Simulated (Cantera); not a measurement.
An isothermal, constant-pressure homogeneous reactor starts with H₂ : O₂ : N₂ = 0.63 : 1 : 11 (molar parts), at 1098 K and 17000 Pa.

Detailed kinetics in Cantera: GRI-Mech 3.0 (53 species, 325 reactions). The temperature is held fixed by assumption; the heat of reaction is taken as removed at once.

x: mole fraction; the columns are a selection and need not sum to one.

```tsv
t (s)	x H₂	x O₂	x HO₂	x NO	x O	x OH	x H
3.00e-6	0.0499	0.0792	1.68e-11	<1e-12	<1e-12	<1e-12	1.65e-11
1.02e-5	0.0499	0.0792	5.74e-11	<1e-12	3.65e-12	2.80e-12	5.47e-11
3.46e-5	0.0499	0.0792	1.97e-10	<1e-12	3.38e-11	1.92e-11	1.98e-10
0.000117	0.0499	0.0792	7.25e-10	<1e-12	3.62e-10	1.71e-10	1.33e-9
0.000398	0.0499	0.0792	___	<1e-12	___	___	___
0.00135	0.00945	0.0604	6.73e-6	3.91e-7	0.00499	0.00151	0.0161
0.00458	0.000497	0.0555	5.26e-6	1.82e-6	0.000556	0.000373	0.000425
0.0156	3.13e-5	0.0556	1.35e-6	1.81e-6	2.87e-5	7.50e-5	4.51e-6
0.0528	2.42e-6	0.0556	1.88e-7	1.80e-6	2.74e-6	2.38e-5	1.32e-7
0.179	2.71e-7	0.0556	3.20e-8	1.80e-6	4.42e-7	9.58e-6	8.30e-9
0.608	4.95e-8	0.0556	7.21e-9	1.81e-6	9.78e-8	4.49e-6	8.49e-10
2.06	1.18e-8	0.0556	1.98e-9	1.82e-6	2.53e-8	2.28e-6	1.11e-10
7.00	3.26e-9	0.0556	7.75e-10	1.82e-6	7.20e-9	1.21e-6	1.69e-11
```

Problem. Complete the blanks.

Solution. 
- 0.000398, x HO₂: 1.27e-8
- 0.000398, x O: 4.10e-8
- 0.000398, x OH: 1.89e-8
- 0.000398, x H: 1.39e-7
